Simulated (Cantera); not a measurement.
Feed: 1 mol CH3SiCl3, 0.0046 mol C3H8, 2.4 mol H2, at 99.0 mbar.

Points: T (K) = 1000, 1100, 1200, 1300, 1400, 1500, 1600, 1700, 1800, 1900, 2000, 2100, 2200, 2300.

Cantera's Mixture.equilibrate('TP', solver="vcs", rtol=1e-11, max_steps=5000) on the NASA tables stopped like this:

```
ERROR: FAILURE its = 5001!

*******************************************************************************
CanteraError thrown by MultiPhase::equilibrate:
VCS solver failed. Return code: -1
*******************************************************************************
```

Problem. What got this run through?

Solution. One answer among several that fit: The failure is numerical, not chemical. The same input converged with solver="gibbs", rtol=1e-10, max_steps=50000, and the result passed a check of the equilibrium conditions:
```
log10 of partial pressures in bar; condensed amounts in mol
       T/K        H2       HCL     SiCL4     SiCL2         H        CL     SiCL3     C(gr)    SiC(b)
      1000    -1.138    -1.867    -1.932    -5.775    -9.213    -9.973    -4.545    0.5803     0.409
      1100    -1.172    -1.662    -2.034    -4.906    -8.173    -8.712    -4.042    0.4917    0.5141
      1200    -1.214    -1.515    -2.181    -4.216    -7.312    -7.675    -3.670    0.3796    0.6312
      1300    -1.256    -1.414    -2.385    -3.676    -6.584    -6.817    -3.417    0.2732    0.7393
      1400    -1.290    -1.353    -2.660    -3.265    -5.958    -6.106    -3.277    0.1964    0.8167
      1500    -1.312    -1.324    -3.008    -2.967    -5.410    -5.516    -3.239    0.1615    0.8519
      1600    -1.320    -1.316    -3.404    -2.753    -4.924    -5.023    -3.274    0.1629    0.8505
      1700    -1.320    -1.320    -3.810    -2.595    -4.491    -4.601    -3.349    0.1864    0.8269
      1800    -1.316    -1.330    -4.203    -2.473    -4.104    -4.234    -3.442     0.221    0.7918
      1900    -1.311    -1.344    -4.577    -2.375    -3.756    -3.911    -3.541    0.2604    0.7513
      2000    -1.306    -1.360    -4.928    -2.297    -3.442    -3.624    -3.643    0.3009    0.7086
      2100    -1.302    -1.379    -5.259    -2.233    -3.157    -3.367    -3.745    0.3404    0.6653
      2200    -1.300    -1.399    -5.573    -2.183    -2.899    -3.137    -3.848    0.3776    0.6213
      2300    -1.301    -1.423    -5.872    -2.145    -2.665    -2.930    -3.953    0.4137    0.5729
```

The gas is ideal and each condensed phase is pure. The feed counts by its element totals alone. The tables' values for SiCl3, SiCl are old estimates; treat these amounts as uncertain. Gases not in the tables: Si2H6 and higher silanes.
